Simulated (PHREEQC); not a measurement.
Solution (25 °C): 0.0132 mol CuSO4, 0.069 mol HCl and 0.00047 mol H3BO3 per kg of water. Closed to the air; pH follows from the charge balance.

Model: ion-association model, phreeqc.dat, run in PHREEQC.

```yaml
pH: 1.30
ionic_strength: 0.0985 mol/kgw
specific_conductance: 23600 µS/cm
density: 1.000 g/cm³
total_alkalinity: -69.0 meq/kg
```

```tsv
species	molality	activity	log γ
Cl-	0.0682	0.0523	-0.115
H+	0.0606	0.0501	-0.083
Cu+2	0.0112	0.00449	-0.396
HSO4-	0.00839	0.00656	-0.107
SO4-2	0.00360	0.00135	-0.426
CuSO4	0.00121	0.00123	0.010
CuCl+	0.000820	0.000632	-0.113
H3BO3	0.000470	0.000481	0.010
CuCl2	1.74e-5	1.78e-5	0.010
CuCl3-	4.28e-9	3.29e-9	-0.113
CuOH+	1.16e-9	8.94e-10	-0.113
```

Precipitation was switched off in this run. Complexes and solids missing from the database can't appear.
